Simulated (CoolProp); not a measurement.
Properties of n-perfluorohexane along the isobar 2050 kPa (Tc = 174.9 °C, pc = 1742 kPa, ω = 0.497).

Model: reference Helmholtz-energy equation of state, Gao 2022, in CoolProp.

```
T (°C)   phase  cp (kJ/(kg K))  cv (kJ/(kg K))  Joule-Thomson coefficient (K/MPa)  fugacity coefficient
------  ------  --------------  --------------  ---------------------------------  --------------------
13.15   liquid           1.026          0.8354                            -0.3052              0.009674
24.55   liquid           1.043          0.8516                            -0.2854               0.01618
35.85   liquid           1.060          0.8672                            -0.2631               0.02561
47.25   liquid           1.077          0.8825                            -0.2370               0.03892
58.65   liquid           1.094          0.8972                            -0.2062               0.05682
69.95   liquid           1.112          0.9115                            -0.1695               0.07980
81.35   liquid           1.129          0.9255                            -0.1241                0.1089
92.65   liquid           1.148          0.9392                           -0.06745                0.1440
104.05  liquid           1.168          0.9528                           0.006680                0.1861
115.35  liquid           1.190          0.9662                             0.1055                0.2343
126.75  liquid           1.216          0.9799                             0.2461                0.2893
138.15  liquid           1.248          0.9939                             0.4584                0.3500
```
